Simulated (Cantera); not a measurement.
Feed: 1 mol CH3Cl, 1.6 mol CH4, equilibrated at 1.00 bar.

Equilibrium computed with Cantera from the NASA thermochemical tables; the gas is ideal and each condensed phase is pure. Candidate condensed phases: C, C6H6, C7H8, C8H18; 91 gas species. The numbers say what is thermodynamically allowed, not how fast it happens. All values below are at 1925 K.

Base state: H2 0.806, HCl 0.192, H 0.000858, C2H2 (acetylene) 0.000369, CH4 0.000339, Cl 0.000154 (mole fractions); condensed: C(graphite).

Problem. What changes in the equilibrium state with this change: pressure from 1.00 bar to 1.33 mbar?

Solution. 
```tsv
species	before	after
H2	0.806	0.787
HCl	0.192	0.186
H	0.000858	0.0232
CH4	0.000339	4.31e-7
Cl	0.000154	0.00412
C2H2 (acetylene)	0.000369	0.000360
C(graphite), mol	2.59	2.60
```
